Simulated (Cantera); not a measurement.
Cantera run:

```python
import numpy as np
import cantera as ct

gas_names = """
    ALCL
""".split()
cond_names = """
    ALCL3(s) ALCL3(L) AL(cr) AL(L)
""".split()


# ... load() reads the species with a 1 bar reference pressure and builds the phases ...
species = {s.name: s for s in load("nasa_gas.yaml", gas_names) + load("nasa_condensed.yaml", cond_names)}
# Each term lists the table entries of one substance; the one whose range holds T is used.
reactions = {
    'AlCl3 + 2 Al = 3 AlCl(g)':
        [(-1, ['ALCL3(s)', 'ALCL3(L)']), (-2, ['AL(cr)', 'AL(L)']), (3, ['ALCL'])],
}


def pick(names, T):
    return next(species[n] for n in names if species[n].thermo.min_temp <= T <= species[n].thermo.max_temp)


results = []
for label, terms in reactions.items():
    print(label)
    print("     T/K   dH/kJ  dS/(J/K)   dG/kJ   log10 K")
    for T in [350, 375, 400, 425, 450, 475, 500, 525, 550]:
        used = [(nu, pick(names, T)) for nu, names in terms]
        dH = sum(nu * s.thermo.h(T) for nu, s in used) / 1e6
        dS = sum(nu * s.thermo.s(T) for nu, s in used) / 1e3
        dG = dH - T * dS / 1e3
        logK = -dG * 1e6 / (ct.gas_constant * T * np.log(10))
        results.append((label, T, dH, dS, dG, logK, [s.name for _, s in used]))
        print(f"{T:8g} {dH:8.1f} {dS:8.1f} {dG:8.1f} {logK:8.2f}")
```

It prints:

```
AlCl3 + 2 Al = 3 AlCl(g)
     T/K   dH/kJ  dS/(J/K)   dG/kJ   log10 K
     350    549.3    511.9    370.1   -55.23
     375    548.3    509.1    357.3   -49.77
     400    547.2    506.3    344.7   -45.01
     425    546.0    503.6    332.0   -40.81
     450    544.9    500.8    319.5   -37.08
     475    508.1    421.8    307.7   -33.84
     500    506.3    418.3    297.2   -31.05
     525    504.6    414.8    286.8   -28.53
     550    502.8    411.6    276.5   -26.25
```

Source: NASA polynomial tables (part measured, part estimated), evaluated in Cantera. Condensed species are held in their standard states even where they would react or evaporate.
